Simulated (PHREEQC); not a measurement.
Consider water at 25 °C with 0.0032 mol/kgw HF and 9.4e-05 mol/kgw NH4F. Closed to the air; pH follows from the charge balance.

Computed with PHREEQC (ion-association model, wateq4f.dat).

* **pH**: 2.95
* **ionic strength**: 0.00126 mol/kgw
* **total alkalinity**: -3.20 meq/kg

| species | molality | activity | log γ |
|---|---|---|---|
| HF | 0.00201 | 0.00201 | 0.000 |
| F- | 0.00125 | 0.00120 | -0.017 |
| H+ | 0.00116 | 0.00112 | -0.016 |
| NH4+ | 9.40e-5 | 9.03e-5 | -0.017 |
| H2F2 | 1.05e-5 | 1.05e-5 | 0.000 |
| HF2- | 9.60e-6 | 9.23e-6 | -0.017 |

Precipitation was switched off in this run.
